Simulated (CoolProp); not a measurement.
Vapour-liquid equilibrium of R13 (1) + propylene (2) at 265.6 K; x and y are mole fractions of (1).

The numbers come from the multi-fluid Helmholtz-energy mixture model, Platzer 1990 and Lemmon 2013; pair parameters Bell 2016 in CoolProp. This equation is an older, rougher fit; its heat capacities, sound speeds and derivatives of the liquid may be far off and weren't checked against measurements.

| x | bubble pressure (MPa) | y at the bubble point | dew pressure at overall composition x (MPa) | liquid density (mol/L) |
|---|---|---|---|---|
| 0.05 | 0.5617 | 0.196 | 0.4850 | 13.14 |
| 0.15 | 0.7350 | 0.420 | 0.5351 | 12.94 |
| 0.25 | 0.8815 | 0.548 | 0.5960 | 12.73 |
| 0.35 | 1.007 | 0.635 | 0.6711 | 12.51 |
| 0.45 | 1.118 | 0.701 | 0.7650 | 12.30 |
| 0.55 | 1.219 | 0.756 | 0.8836 | 12.08 |
| 0.65 | 1.313 | 0.807 | 1.032 | 11.86 |
| 0.75 | 1.403 | 0.857 | 1.208 | 11.66 |
| 0.85 | 1.491 | 0.910 | 1.391 | 11.46 |
| 0.95 | 1.577 | 0.968 | 1.552 | 11.28 |

No azeotrope shows between x = 0.05 and 0.95.

Pair parameters are fitted to limited data, so mixtures are less certain than the pure fluids.
